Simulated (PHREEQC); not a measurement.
Consider water at 25 °C with 0.34 mmol/kgw H2SeO3, 7.1 mmol/kgw HCl and 0.45 mmol/kgw FeCl3. It is in equilibrium with CO2 at log p = -3.4 (atm). Otherwise closed; pH follows from the charge balance.

Computed with PHREEQC (ion-association model, wateq4f.dat).

```csv
quantity,before,after
pH,2.17,2.83
Fe+3 (mol/kgw),0.000245,1.71e-5
FeOH+2 (mol/kgw),0.000157,6.03e-5
FeCl+2 (mol/kgw),3.76e-5,6.69e-7
Fe(OH)2+ (mol/kgw),5.76e-6,1.17e-5
SI of Goethite (FeOOH),+3.56,+4.55
SI of Hematite (Fe2O3),+9.13,+11.11
```

Q: Name the change that produced these shifts.
A. diluted 10-fold with water
B. H2SeO3 left out
C. diluted 5-fold with water
D. temperature from 25 to 55 °C
E. HCl replaced by KCl at the same molality

A: C, diluted 5-fold with water

This is a speciation only: nothing precipitates in the calculation. Some of these states are supersaturated (in Hematite (slow to form), Goethite (slow to form), for instance).
